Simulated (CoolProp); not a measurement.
Vapour-liquid equilibrium of hydrogen sulfide (1) + n-pentane (2) at 2.99 bar; x and y are mole fractions of (1).

The numbers come from the multi-fluid Helmholtz-energy mixture model, Lemmon 2006 and Thol 2019; pair parameters Kunz 2012 in CoolProp.

```
x     bubble temperature, mixture model (K)  bubble temperature, Raoult's law (K)  y, mixture model  y, Raoult's law
----  -------------------------------------  ------------------------------------  ----------------  ---------------
0.05                                  319.8                                 319.4             0.523            0.549
0.2                                   269.8                                 282.6             0.938            0.901
0.35                                  252.1                                 265.6             0.978            0.963
0.5                                   245.9                                 255.3             0.986            0.983
0.65                                  243.3                                 248.0             0.989            0.992
0.8                                   241.1                                 242.6             0.992            0.997
0.95                                  238.1                                 238.2             0.998            0.999
```

The largest gap from Raoult's law is -13.5 K in bubble temperature, at x = 0.35. No azeotrope shows between x = 0.05 and 0.95.

Pair parameters are fitted to limited data, so mixtures are less certain than the pure fluids. The gap from Raoult's law changes sign with composition, which may be real or a fault of the pair parameters; it wasn't checked against measurements. With so large a gap from Raoult's law the liquid may split in two, which this calculation doesn't test in full.
